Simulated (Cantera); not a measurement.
Charge: 1 mol BN, 0.037 mol H2.

Cantera equilibrium calculation (NASA polynomials, part measured and part estimated; ideal gas, pure solids and liquids). Candidate condensed phases: B, BN; 15 gas species. Mutual solubility and eutectic melting of coexisting phases are not modelled. Rates play no part.

**Question.** What condenses at these points (T in °C, P in Pa): (2425, 140000); (2600, 52); (2375, 2700); (2575, 370); (2325, 140000); (2600, 1000000)?

**Answer.** 
| T (°C) | P in Pa | condensed phases | B condensed (%) |
|---|---|---|---|
| 2425 | 140000 | B + BN | 100.0 |
| 2600 | 52 | gas only | 0.0 |
| 2375 | 2700 | B | 99.3 |
| 2575 | 370 | B | 55.4 |
| 2325 | 140000 | B + BN | 100.0 |
| 2600 | 1000000 | B + BN | 100.0 |
